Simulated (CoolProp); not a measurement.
A simple Rankine cycle with isobutane: condensing at 306.15 K, boiler at 1.8 MPa, turbine inlet 372.8 K, turbine efficiency 0.9, pump efficiency 0.6, no recuperator. Each further row changes one setting.

Model: reference Helmholtz-energy equation of state, Bücker 2006, in CoolProp.

```json
[
 {"case": "as stated", "thermal efficiency (%)": "11.8", "net work (kJ/kg)": "47.3", "heat in (kJ/kg)": "403", "turbine exit temperature (K)": "325.1", "volume ratio over the turbine": "4.59"},
 {"case": "turbine inlet 392.8 K", "thermal efficiency (%)": "11.7", "net work (kJ/kg)": "53.2", "heat in (kJ/kg)": "454", "turbine exit temperature (K)": "348.3", "volume ratio over the turbine": "4.37"},
 {"case": "condensing temperature 298.15 K", "thermal efficiency (%)": "13.2", "net work (kJ/kg)": "55.6", "heat in (kJ/kg)": "422", "turbine exit temperature (K)": "318.8", "volume ratio over the turbine": "___"},
 {"case": "boiler pressure 1.26 MPa", "thermal efficiency (%)": "9.3", "net work (kJ/kg)": "39.5", "heat in (kJ/kg)": "425", "turbine exit temperature (K)": "___", "volume ratio over the turbine": "2.96"},
 {"case": "turbine efficiency 0.8", "thermal efficiency (%)": "___", "net work (kJ/kg)": "41.6", "heat in (kJ/kg)": "403", "turbine exit temperature (K)": "___", "volume ratio over the turbine": "4.65"}
]
```

Question: What belongs in the gaps?

Answer: 
- condensing temperature 298.15 K, volume ratio over the turbine: 5.75
- boiler pressure 1.26 MPa, turbine exit temperature (K): 340.7
- turbine efficiency 0.8, thermal efficiency (%): 10.3
- turbine efficiency 0.8, turbine exit temperature (K): 328.1
